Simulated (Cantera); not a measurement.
Feed: 1 mol CuO, a varied amount of H₂, equilibrated at 0.133 bar.

Method: chemical equilibrium by Gibbs-energy minimisation in Cantera with the NASA 1993 tables (ideal gas, pure condensed phases). Candidate condensed phases: Cu, CuO, Cu(OH)₂, Cu₂O, H₂O; 12 gas species. Rates play no part.

### Question
What condenses at these points (T in K, n(H₂) in mol): (1725, 450); (1725, 2700); (1625, 990); (1025, 2200); (1725, 810)?

### Answer
```csv
T (K),n(H₂) in mol,condensed phases,Cu condensed (%)
1725,450,Cu,25.8
1725,2700,gas only,0.0
1625,990,Cu,57.5
1025,2200,Cu,100.0
1725,810,gas only,0.0
```
